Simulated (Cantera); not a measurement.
A Cantera script and what it prints.

```python
import numpy as np
import cantera as ct

gas_names = """
    Br Br2 Mg MgBr MgBr2 MgN MgO Mg2 N NO NO2 NO3 N2 N2O O O2 O3
""".split()
cond_names = """
    Br2(cr) Br2(L) Mg(cr) Mg(L) MgBr2(s) MgBr2(L) MgO(s) MgO(L)
""".split()


# ... load() reads the species with a 1 bar reference pressure and builds the phases ...
atoms = {
    'MgO': {'Mg': 1, 'O': 1},
    'Br2': {'Br': 2},
    'N2': {'N': 2},
}
top_T = {}  # K; cautious upper limits of use, not melting points


# ... equilibrate(T, P, feed) seeds the gas with the atoms and calls Mixture.equilibrate('TP', solver="vcs", rtol=1e-11, max_steps=5000) ...
results = []
feed = {'MgO': 1, 'Br2': 0.011, 'N2': 6.1}  # mol
T = 1650  # K
P = 3500  # Pa
mix = equilibrate(T, P, feed)
results.append((T, P, feed, dict(zip(mix.species_names, mix.species_moles))))
x = sorted(zip(gas.X, gas.species_names), reverse=True)
print(f"T = {T:g} K  P = {P:g} Pa  gas = {mix.phase_moles(0):.4g} mol")
print("   x: " + "  ".join(f"{s} {v:.3e}" for v, s in x if v > 0.001))
print("   condensed (mol): " + ("  ".join(f"{mix.phase(i).name} {mix.phase_moles(i):.4g}"
      for i in range(1, mix.n_phases) if mix.phase_moles(i) > 1e-12) or "none"))
```

Output:

```
T = 1650 K  P = 3500 Pa  gas = 6.122 mol
   x: N2 9.964e-01  Br 3.533e-03
   condensed (mol): MgO(s) 0.9998
```

Method: chemical equilibrium by Gibbs-energy minimisation in Cantera with the NASA 1993 tables (ideal gas, pure condensed phases).
